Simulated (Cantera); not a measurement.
An adiabatic, constant-volume homogeneous reactor starts with 5.94 % C3H8, 19.8 % O2, 74.3 % N2, equivalence ratio 1.5, at 950 K and 1.00 bar.

Model: GRI-Mech 3.0 (53 species, 325 reactions), integrated in Cantera. GRI-Mech 3.0 was tuned for natural gas; its chemistry of propane as a main component is partial and can be far from experiment. Below about 1000 K GRI-Mech 3.0 lacks low-temperature oxidation paths.

Task: Predict: time of steepest temperature rise; temperature at 3.00 s; equilibrium temperature; x(O2) at 3.00 s; x(NO) at 3.00 s; x(H2O2) at 3.00 s; x(O) at 3.00 s.

Result: time of steepest temperature rise: 1.86 s
temperature at 3.00 s: 2764 K
equilibrium temperature: 2764 K
x(O2) at 3.00 s: 0.000596 (gas-phase equilibrium 0.000596)
x(NO) at 3.00 s: 0.00168 (gas-phase equilibrium 0.00168)
x(H2O2) at 3.00 s: 7.29e-8 (gas-phase equilibrium 7.29e-8)
x(O) at 3.00 s: 0.000626 (gas-phase equilibrium 0.000626)
